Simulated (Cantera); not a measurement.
A perfectly stirred reactor is fed with NH₃ : H₂ = 1 : 0.51 (molar parts), at 1.50 bar; it is held at 1798 K, and followed from long to short residence time.

Detailed kinetics in Cantera: the gas-phase N/H chemistry of the illustrative SiF4/NH3 mechanism in the Surface Chemkin manual (1991). Walls and surfaces, which speed up NH3 decomposition in real reactors, are not modelled.

**Question.** What does this change do: temperature 1798 to 1348 K?

**Answer.** 
```tsv
quantity	before	after
x(NH₃) at τ = 0.490 s	0.265	0.662
x(H₂) at τ = 0.490 s	0.615	0.338
x(NH) at τ = 0.490 s	1.51e-6	1.74e-9
x(N) at τ = 0.490 s	6.57e-8	1.09e-11
x(N₂) at τ = 0.490 s	0.119	5.37e-5
x(NH₃) at τ = 19.0 ms	0.616	0.662
x(H₂) at τ = 19.0 ms	0.370	0.338
x(NH) at τ = 19.0 ms	2.14e-6	1.10e-9
x(N) at τ = 19.0 ms	6.89e-8	5.47e-12
x(N₂) at τ = 19.0 ms	0.0139	1.28e-6
```

**Question.** What does this change do: H2 0.51 to 2.6 parts?

**Answer.** 
| quantity | before | after |
|---|---|---|
| x(NH₃) at τ = 0.490 s | 0.265 | 0.152 |
| x(H₂) at τ = 0.490 s | 0.615 | 0.799 |
| x(NH) at τ = 0.490 s | 1.51e-6 | 1.05e-6 |
| x(N) at τ = 0.490 s | 6.57e-8 | 5.07e-8 |
| x(N₂) at τ = 0.490 s | 0.119 | 0.0492 |
| x(NH₃) at τ = 19.0 ms | 0.616 | 0.267 |
| x(H₂) at τ = 19.0 ms | 0.370 | 0.729 |
| x(NH) at τ = 19.0 ms | 2.14e-6 | 1.41e-6 |
| x(N) at τ = 19.0 ms | 6.89e-8 | 5.96e-8 |
| x(N₂) at τ = 19.0 ms | 0.0139 | 0.00425 |

**Question.** What does this change do: H2 0.51 to 1.8 parts?

**Answer.** 
| quantity | before | after |
|---|---|---|
| x(NH₃) at τ = 0.490 s | 0.265 | 0.181 |
| x(H₂) at τ = 0.490 s | 0.615 | 0.754 |
| x(NH) at τ = 0.490 s | 1.51e-6 | 1.18e-6 |
| x(N) at τ = 0.490 s | 6.57e-8 | 5.53e-8 |
| x(N₂) at τ = 0.490 s | 0.119 | 0.0650 |
| x(NH₃) at τ = 19.0 ms | 0.616 | 0.340 |
| x(H₂) at τ = 19.0 ms | 0.370 | 0.653 |
| x(NH) at τ = 19.0 ms | 2.14e-6 | 1.62e-6 |
| x(N) at τ = 19.0 ms | 6.89e-8 | 6.42e-8 |
| x(N₂) at τ = 19.0 ms | 0.0139 | 0.00607 |
